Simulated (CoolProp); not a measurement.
Vapour-liquid equilibrium of R134a (1) + isobutane (2) at 0.608 MPa; x and y are mole fractions of (1).

Values from CoolProp's multi-fluid Helmholtz-energy mixture model, Tillner-Roth 1994 and Bücker 2006; pair parameters Bell 2016.

```json
[
 {"x": "0.05", "bubble temperature, mixture model (K)": "309.9", "bubble temperature, Raoult's law (K)": "316.6", "y, mixture model": "0.210", "y, Raoult's law": "0.092"},
 {"x": "0.125", "bubble temperature, mixture model (K)": "301.9", "bubble temperature, Raoult's law (K)": "314.2", "y, mixture model": "0.391", "y, Raoult's law": "0.215"},
 {"x": "0.2", "bubble temperature, mixture model (K)": "297.3", "bubble temperature, Raoult's law (K)": "311.9", "y, mixture model": "0.489", "y, Raoult's law": "0.323"},
 {"x": "0.275", "bubble temperature, mixture model (K)": "294.6", "bubble temperature, Raoult's law (K)": "309.8", "y, mixture model": "0.549", "y, Raoult's law": "0.420"},
 {"x": "0.35", "bubble temperature, mixture model (K)": "292.9", "bubble temperature, Raoult's law (K)": "307.9", "y, mixture model": "0.588", "y, Raoult's law": "0.507"},
 {"x": "0.425", "bubble temperature, mixture model (K)": "291.9", "bubble temperature, Raoult's law (K)": "306.1", "y, mixture model": "0.616", "y, Raoult's law": "0.585"},
 {"x": "0.5", "bubble temperature, mixture model (K)": "291.2", "bubble temperature, Raoult's law (K)": "304.4", "y, mixture model": "0.640", "y, Raoult's law": "0.656"},
 {"x": "0.575", "bubble temperature, mixture model (K)": "290.8", "bubble temperature, Raoult's law (K)": "302.8", "y, mixture model": "0.662", "y, Raoult's law": "0.720"},
 {"x": "0.65", "bubble temperature, mixture model (K)": "290.5", "bubble temperature, Raoult's law (K)": "301.2", "y, mixture model": "0.686", "y, Raoult's law": "0.779"},
 {"x": "0.725", "bubble temperature, mixture model (K)": "290.4", "bubble temperature, Raoult's law (K)": "299.8", "y, mixture model": "0.715", "y, Raoult's law": "0.834"},
 {"x": "0.8", "bubble temperature, mixture model (K)": "290.7", "bubble temperature, Raoult's law (K)": "298.5", "y, mixture model": "0.754", "y, Raoult's law": "0.884"},
 {"x": "0.875", "bubble temperature, mixture model (K)": "291.4", "bubble temperature, Raoult's law (K)": "297.2", "y, mixture model": "0.812", "y, Raoult's law": "0.930"},
 {"x": "0.95", "bubble temperature, mixture model (K)": "293.1", "bubble temperature, Raoult's law (K)": "295.9", "y, mixture model": "0.905", "y, Raoult's law": "0.973"}
]
```

The largest gap from Raoult's law is -15.2 K in bubble temperature, at x = 0.275. y crosses x between x = 0.65 and 0.725: the model has an azeotrope there.

Pair parameters are fitted to limited data, so mixtures are less certain than the pure fluids. With so large a gap from Raoult's law the liquid may split in two, which this calculation doesn't test in full.
